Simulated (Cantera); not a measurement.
# Catalytic stagnation flow on Pt

A jet of CH₄ : O₂ : N₂ = 0.058 : 0.18 : 0.79 (molar parts) at 300 K and 0.200 bar hits a platinum plate 8.3 cm away at a mass flux of 0.12 kg/m²/s; the plate temperature is set and raised in steps from an oxygen-covered start.

Model: Deutschmann's 1995 Pt surface mechanism with GRI-Mech 3.0 gas chemistry, integrated in Cantera. Catalytic surfaces can have several steady states; this one follows from the mechanism file's or the stated starting coverage.

```csv
plate T (K),wall x CH₄,wall x O₂,wall x H₂O,wall x OH,wall x CO,wall x CO₂,θ free Pt,θ O*,θ OH*
950,0.0243,0.106,0.0600,9.76e-8,1.15e-5,0.0395,0.225,0.773,0.00248
1000,0.0165,0.0897,0.0744,2.67e-7,1.06e-5,0.0492,0.296,0.701,0.00251
1050,0.0115,0.0794,0.0833,6.42e-7,9.96e-6,0.0552,0.368,0.630,0.00237
1100,0.00849,0.0731,0.0887,1.39e-6,9.66e-6,0.0588,0.437,0.561,0.00216
1150,0.00654,0.0692,0.0919,2.78e-6,9.71e-6,0.0611,0.503,0.495,0.00193
```
x: mole fraction at the wall; θ: surface coverage.
